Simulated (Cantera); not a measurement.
Feed: 1 mol HI, 0.04 mol H₂O, equilibrated at 4.90 bar.

Method: chemical equilibrium by Gibbs-energy minimisation in Cantera with the NASA 1993 tables (ideal gas, pure condensed phases). Candidate condensed phases: H₂O, I₂; 12 gas species. The numbers say what is thermodynamically allowed, not how fast it happens.

Question: At 3350 K, list the 5 most abundant gas species with their mole fractions, and the condensed phases.

Answer: I 0.584, H₂ 0.249, H 0.0933, HI 0.0473, H₂O 0.0212. Condensed: gas only.
